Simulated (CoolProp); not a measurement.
A simple Rankine cycle with R365MFC: condensing at 308.15 K, boiler at 0.513 MPa, turbine inlet 499 K, turbine efficiency 0.9, pump efficiency 0.8, no recuperator. Each further row changes one setting.

Computed with CoolProp (reference Helmholtz-energy equation of state, Lemmon 2016).

```csv
case,thermal efficiency (%),net work (kJ/kg),heat in (kJ/kg),turbine exit temperature (K),volume ratio over the turbine
as stated,10.3,42.4,411,463.2,5.90
condensing temperature 300.15 K,11.7,49.5,422,457.5,7.95
boiler pressure 0.359 MPa,8.4,34.6,413,470.5,4.13
turbine efficiency 0.8,9.2,37.7,411,466.9,5.95
```
